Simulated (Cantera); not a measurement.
What does this Cantera script print?

```python
import numpy as np
import cantera as ct

gas_names = """
    AL ALO ALO2 AL2 AL2O AL2O2 O O2 O3
""".split()
cond_names = """
    AL(cr) AL(L) AL2O3(a) AL2O3(L)
""".split()


def load(file, names, dense=False):
    # The tables refer to 1 bar. Condensed volumes are neglected.
    table = {s.name: s for s in ct.Species.list_from_file(file)}
    out = []
    for n in names:
        d = dict(table[n].input_data)
        d["thermo"] = dict(d["thermo"], **{"reference-pressure": 1e5})
        if dense:
            d["equation-of-state"] = {"model": "constant-volume", "density": "1e6 g/cm^3"}
        out.append(ct.Species.from_dict(d))
    return out


gas = ct.Solution(thermo="ideal-gas", species=load("nasa_gas.yaml", gas_names))
cond = {s.name: ct.Solution(thermo="fixed-stoichiometry", species=[s], name=s.name)
        for s in load("nasa_condensed.yaml", cond_names, dense=True)}
atoms = {
    'Al2O3': {'AL': 2, 'O': 3},
    'O2': {'O': 2},
}
top_T = {}  # K; cautious upper limits of use, not melting points


def equilibrate(T, P, feed):
    n = {}
    for name, mol in feed.items():
        for a, k in atoms[name].items():
            n[a] = n.get(a, 0.0) + k * mol
    gas.TPX = T, P, n
    mass = sum(n.values()) * gas.mean_molecular_weight
    gas.equilibrate("TP")
    valid = [c for c in cond.values() if c.min_temp <= T <= top_T.get(c.name, c.max_temp)]
    mix = ct.Mixture([(gas, mass / gas.mean_molecular_weight)] + [(c, 0.0) for c in valid])
    mix.T, mix.P = T, P
    mix.equilibrate("TP", solver="vcs", rtol=1e-11, max_steps=5000)
    return mix


results = []
feed = {'Al2O3': 1, 'O2': 0.68}  # mol
T = 1825  # K
P = 29000  # Pa
mix = equilibrate(T, P, feed)
results.append((T, P, feed, dict(zip(mix.species_names, mix.species_moles))))
x = sorted(zip(gas.X, gas.species_names), reverse=True)
print(f"T = {T:g} K  P = {P:g} Pa  gas = {mix.phase_moles(0):.4g} mol")
print("   x: " + "  ".join(f"{s} {v:.3e}" for v, s in x if v > 1e-05))
print("   condensed (mol): " + ("  ".join(f"{mix.phase(i).name} {mix.phase_moles(i):.4g}"
      for i in range(1, mix.n_phases) if mix.phase_moles(i) > 1e-12) or "none"))
```

Output:

```
T = 1825 K  P = 29000 Pa  gas = 0.6801 mol
   x: O2 9.997e-01  O 2.853e-04
   condensed (mol): AL2O3(a) 1
```

Cantera equilibrium calculation (NASA polynomials, part measured and part estimated; ideal gas, pure solids and liquids).
